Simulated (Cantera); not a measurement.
A Cantera script and what it prints.

```python
import numpy as np
import cantera as ct

gas_names = """
    CL CL2 H HCL H2 N NH NH2 NH3 N2 N2H2 N2H4 Si SiCL SiCL2 SiCL3 SiCL4 SiH SiHCL3 SiH2 SiH2CL2 SiH3
    SiH3CL SiH4 SiN Si2 Si2N Si3
""".split()
cond_names = """
    NH4CL(a) NH4CL(b) Si(cr) Si(L) Si3N4(a)
""".split()


# ... load() reads the species with a 1 bar reference pressure and builds the phases ...
atoms = {
    'Si3N4': {'Si': 3, 'N': 4},
    'HCl': {'H': 1, 'CL': 1},
    'H2': {'H': 2},
}
top_T = {'Si3N4(a)': 2400}  # K; cautious upper limits of use, not melting points


# ... equilibrate(T, P, feed) seeds the gas with the atoms and calls Mixture.equilibrate('TP', solver="vcs", rtol=1e-11, max_steps=5000) ...
results = []
feed = {'Si3N4': 1, 'HCl': 9.2, 'H2': 1.3}  # mol
P = 1.4  # Pa
for T in [948, 1023, 1098, 1173, 1248, 1323, 1398, 1473, 1548, 1623, 1698, 1773, 1848]:
    mix = equilibrate(T, P, feed)
    results.append((T, P, feed, dict(zip(mix.species_names, mix.species_moles))))

top = {s: max(r[3][s] / sum(r[3][g] for g in gas_names) for r in results) for s in gas_names}
cols = sorted((s for s in top if top[s] > 1e-05), key=lambda s: -top[s])[:5]
seen = [c for c in cond_names if any(r[3].get(c, 0) > 1e-12 for r in results)]
print("log10 of partial pressures in bar; condensed amounts in mol")
print(f"{'T/K':>10s}" + "".join(f"{s[:9]:>10s}" for s in cols + seen))
for T, P, feed, n in results:
    ng = sum(n[g] for g in gas_names)
    print(f"{T:10.4g}" + "".join(f"{np.log10(max(n[s] / ng * P / 1e5, 1e-99)):10.3f}" for s in cols)
          + "".join(f"{n.get(c, 0):10.4g}" for c in seen))
```

Result:

```
log10 of partial pressures in bar; condensed amounts in mol
       T/K       HCL        H2     SiCL2        N2     SiCL4  Si3N4(a)
       948    -5.095    -5.391    -8.443    -6.117    -5.947    0.7208
      1023    -5.084    -5.407    -7.323    -6.131    -5.996    0.7284
      1098    -5.090    -5.422    -6.429    -6.080    -6.135    0.6872
      1173    -5.148    -5.418    -5.858    -5.911    -6.588    0.5097
      1248    -5.286    -5.365    -5.593    -5.744    -7.443    0.2306
      1323    -5.452    -5.314    -5.480    -5.649    -8.411         0
      1398    -5.450    -5.316    -5.477    -5.650    -9.024         0
      1473    -5.449    -5.318    -5.477    -5.650    -9.577         0
      1548    -5.450    -5.322    -5.480    -5.652   -10.077         0
      1623    -5.447    -5.331    -5.490    -5.655   -10.526         0
      1698    -5.434    -5.356    -5.521    -5.664   -10.917         0
      1773    -5.411    -5.407    -5.588    -5.681   -11.261         0
      1848    -5.395    -5.488    -5.711    -5.711   -11.614         0
```

These are equilibrium values from Cantera (NASA tables, ideal gas, pure condensed phases), not measurements of a reactor. The tables' values for SiCl3, SiCl, SiN are old estimates; treat these amounts as uncertain.
